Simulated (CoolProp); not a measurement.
Aqueous ethanol as a coolant, at -2 °C, 1 atm.

The numbers come from the Melinder's fits for secondary coolants in CoolProp.

```json
[
 {"mass %": "11", "freezing point (°C)": "-4.9", "cp (kJ/(kg K))": "4.418", "conductivity (W/(m K))": "0.494", "density (kg/m³)": "984.0", "viscosity (mPa s)": "3.88"},
 {"mass %": "17.7", "freezing point (°C)": "-9.3", "cp (kJ/(kg K))": "4.401", "conductivity (W/(m K))": "0.458", "density (kg/m³)": "978.2", "viscosity (mPa s)": "5.36"},
 {"mass %": "24.5", "freezing point (°C)": "-15.0", "cp (kJ/(kg K))": "4.291", "conductivity (W/(m K))": "0.423", "density (kg/m³)": "972.1", "viscosity (mPa s)": "6.73"},
 {"mass %": "31.3", "freezing point (°C)": "-21.4", "cp (kJ/(kg K))": "4.121", "conductivity (W/(m K))": "0.390", "density (kg/m³)": "964.2", "viscosity (mPa s)": "7.62"},
 {"mass %": "38.1", "freezing point (°C)": "-27.8", "cp (kJ/(kg K))": "3.929", "conductivity (W/(m K))": "0.360", "density (kg/m³)": "954.1", "viscosity (mPa s)": "7.91"},
 {"mass %": "44.9", "freezing point (°C)": "-33.7", "cp (kJ/(kg K))": "3.743", "conductivity (W/(m K))": "0.331", "density (kg/m³)": "941.5", "viscosity (mPa s)": "7.66"}
]
```
